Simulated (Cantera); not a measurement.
Charge: 1 mol SiCl4, 0.029 mol Cl2, 200 mol N2, at 400 Pa.

Equilibrium computed with Cantera from the NASA thermochemical tables; the gas is ideal and each condensed phase is pure. Candidate condensed phases: Si, Si3N4; 13 gas species. Kinetics and transport are ignored. All values below are at 1198 K.

Base state: N2 0.995, SiCl4 0.00497, Cl 0.000265, Cl2 1.31e-5 (mole fractions); condensed: gas only.

Q: What changes in the equilibrium state with this change: Cl2 from 0.029 to 0.32 mol?

A: 
```tsv
species	before	after
N2	0.995	0.993
SiCl4	0.00497	0.00496
Cl	0.000265	0.00187
Cl2	1.31e-5	0.000653
```
